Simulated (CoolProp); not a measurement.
Vapour-liquid equilibrium of benzene (1) + o-xylene (2) at 0.657 bar; x and y are mole fractions of (1).

The numbers come from the multi-fluid Helmholtz-energy mixture model, Thol 2012 and Zhou 2012; pair parameters Bell 2016 in CoolProp.

| x | bubble temperature (K) | y at the bubble point | dew temperature at overall composition x (K) | liquid density (mol/L) |
|---|---|---|---|---|
| 0.05 | 395.8 | 0.201 | 400.5 | 7.538 |
| 0.125 | 386.7 | 0.446 | 398.2 | 7.769 |
| 0.2 | 378.2 | 0.619 | 395.9 | 8.002 |
| 0.275 | 370.7 | 0.734 | 393.3 | 8.233 |
| 0.35 | 364.5 | 0.811 | 390.6 | 8.462 |
| 0.425 | 359.4 | 0.862 | 387.6 | 8.689 |
| 0.5 | 355.3 | 0.897 | 384.2 | 8.915 |
| 0.575 | 351.9 | 0.922 | 380.5 | 9.144 |
| 0.65 | 349.1 | 0.940 | 376.3 | 9.376 |
| 0.725 | 346.8 | 0.955 | 371.4 | 9.617 |
| 0.8 | 344.8 | 0.968 | 365.5 | 9.867 |
| 0.875 | 342.9 | 0.980 | 357.9 | 10.13 |
| 0.95 | 341.0 | 0.992 | 347.6 | 10.41 |

No azeotrope shows between x = 0.05 and 0.95.

Pair parameters are fitted to limited data, so mixtures are less certain than the pure fluids. The gap from Raoult's law changes sign with composition, which may be real or a fault of the pair parameters; it wasn't checked against measurements.
